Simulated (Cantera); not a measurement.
An isothermal, constant-pressure homogeneous reactor starts with 10.7 % H₂, 89.3 % O₂, at 1450 K and 0.0267 bar.

Detailed kinetics in Cantera: the H2/O2 subset of GRI-Mech 3.0, which has no nitrogen chemistry. Radical loss at walls, strong at low pressure, is not modelled. The temperature is held fixed by assumption; the heat of reaction is taken as removed at once.

x: mole fraction; the columns are a selection and need not sum to one.

```tsv
t (s)	x H₂	x O₂	x H₂O₂	x H	x H₂O	x O
2.00e-6	0.107	0.893	1.90e-12	1.58e-8	1.07e-10	1.71e-9
6.32e-6	0.107	0.893	1.89e-11	[?]	[?]	[?]
2.00e-5	0.107	0.893	1.86e-10	[?]	[?]	[?]
6.32e-5	0.107	0.893	1.78e-9	1.16e-6	2.09e-6	1.48e-6
0.000200	0.105	0.892	1.55e-8	0.000534	0.00125	0.000712
0.000632	0.00338	0.812	1.84e-7	0.0195	0.0880	0.0646
0.00200	0.00303	0.821	1.83e-7	0.0163	0.0909	0.0573
0.00632	0.00219	0.841	1.74e-7	0.00944	0.0977	0.0395
0.0200	0.000867	0.869	1.31e-7	0.00219	0.107	0.0148
0.0632	0.000153	0.883	5.98e-8	0.000157	0.111	0.00255
0.200	2.06e-5	0.886	1.98e-8	7.70e-6	0.113	0.000341
0.632	3.42e-6	0.887	6.34e-9	5.22e-7	0.113	5.66e-5
2.00	9.38e-7	0.887	3.00e-9	7.53e-8	0.113	1.56e-5
6.32	7.03e-7	0.887	2.68e-9	4.90e-8	0.113	1.17e-5
20.0	7.02e-7	0.887	2.68e-9	4.88e-8	0.113	1.17e-5
```

Problem. What belongs in the gaps?

Solution. 
- 6.32e-6, x H: 4.35e-8
- 6.32e-6, x H₂O: 2.91e-9
- 6.32e-6, x O: 1.46e-8
- 2.00e-5, x H: 1.32e-7
- 2.00e-5, x H₂O: 6.85e-8
- 2.00e-5, x O: 1.12e-7
